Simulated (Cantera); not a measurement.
Equilibrium for roasting and sulfation: Fe2O3 + H2S + O2

Feed: 1 mol Fe2O3, 2.6 mol H2S, 0.098 mol O2, held at 23.0 mbar.

These are equilibrium values from Cantera (NASA tables, ideal gas, pure condensed phases), not measurements of a reactor. Candidate condensed phases: Fe, FeO, Fe(OH)2, Fe(OH)3, FeS, FeSO4, FeS2, Fe2O3, Fe2(SO4)3, Fe3O4, H2O, H2SO4, S; 22 gas species. Metal and sulfide melt together well below either melting point, which pure phases cannot show. Mutual solubility and eutectic melting of coexisting phases are not modelled. The tables' stoichiometric FeO is somewhat more stable than real wüstite, so its field is too wide. FeO, FeS: taken at fixed stoichiometry. Gases not in the tables: S3 to S7. Equilibrium is a limit: real reactors are often held back by kinetics, nucleation or transport.

```json
[
 {"T (K)": "948", "x H2O": "0.824", "x H2": "0.00485", "x SO2": "0.115", "x S2": "0.0263", "x H2S": "0.0293", "n FeS(s)": "2.00", "n FeO(s)": "0", "n FeS(l)": "0"},
 {"T (K)": "998", "x H2O": "0.823", "x H2": "0.00752", "x SO2": "0.115", "x S2": "0.0277", "x H2S": "0.0264", "n FeS(s)": "2.00", "n FeO(s)": "0", "n FeS(l)": "0"},
 {"T (K)": "1048", "x H2O": "0.821", "x H2": "0.0111", "x SO2": "0.115", "x S2": "0.0287", "x H2S": "0.0237", "n FeS(s)": "2.00", "n FeO(s)": "0", "n FeS(l)": "0"},
 {"T (K)": "1098", "x H2O": "0.817", "x H2": "0.0158", "x SO2": "0.116", "x S2": "0.0293", "x H2S": "0.0212", "n FeS(s)": "2.00", "n FeO(s)": "0", "n FeS(l)": "0"},
 {"T (K)": "1148", "x H2O": "0.812", "x H2": "0.0215", "x SO2": "0.118", "x S2": "0.0295", "x H2S": "0.0188", "n FeS(s)": "2.00", "n FeO(s)": "0", "n FeS(l)": "0"},
 {"T (K)": "1198", "x H2O": "0.805", "x H2": "0.0284", "x SO2": "0.120", "x S2": "0.0292", "x H2S": "0.0167", "n FeS(s)": "2.00", "n FeO(s)": "0", "n FeS(l)": "0"},
 {"T (K)": "1248", "x H2O": "0.797", "x H2": "0.0364", "x SO2": "0.122", "x S2": "0.0285", "x H2S": "0.0147", "n FeS(s)": "2.00", "n FeO(s)": "0", "n FeS(l)": "0"},
 {"T (K)": "1298", "x H2O": "0.775", "x H2": "0.0499", "x SO2": "0.119", "x S2": "0.0384", "x H2S": "0.0167", "n FeS(s)": "1.94", "n FeO(s)": "0.0631", "n FeS(l)": "0"},
 {"T (K)": "1348", "x H2O": "0.747", "x H2": "0.0667", "x SO2": "0.114", "x S2": "0.0509", "x H2S": "0.0188", "n FeS(s)": "1.86", "n FeO(s)": "0.143", "n FeS(l)": "0"},
 {"T (K)": "1398", "x H2O": "0.714", "x H2": "0.0867", "x SO2": "0.109", "x S2": "0.0656", "x H2S": "0.0208", "n FeS(s)": "1.76", "n FeO(s)": "0.239", "n FeS(l)": "0"},
 {"T (K)": "1448", "x H2O": "0.677", "x H2": "0.110", "x SO2": "0.103", "x S2": "0.0822", "x H2S": "0.0225", "n FeS(s)": "1.65", "n FeO(s)": "0.349", "n FeS(l)": "0"},
 {"T (K)": "1498", "x H2O": "0.643", "x H2": "0.133", "x SO2": "0.0999", "x S2": "0.0948", "x H2S": "0.0228", "n FeS(s)": "0", "n FeO(s)": "0.441", "n FeS(l)": "1.56"},
 {"T (K)": "1548", "x H2O": "0.609", "x H2": "0.157", "x SO2": "0.0978", "x S2": "0.105", "x H2S": "0.0224", "n FeS(s)": "0", "n FeO(s)": "0.524", "n FeS(l)": "1.48"},
 {"T (K)": "1598", "x H2O": "0.573", "x H2": "0.181", "x SO2": "0.0956", "x S2": "0.116", "x H2S": "0.0218", "n FeS(s)": "0", "n FeO(s)": "0.613", "n FeS(l)": "1.39"}
]
```
x: gas mole fraction; n: condensed amount in mol.

From 948 K to 1248 K the condensed part is FeS(s). From 1298 K to 1448 K the condensed part is FeO(s) + FeS(s). From 1498 K to 1598 K the condensed part is FeO(s) + FeS(l).
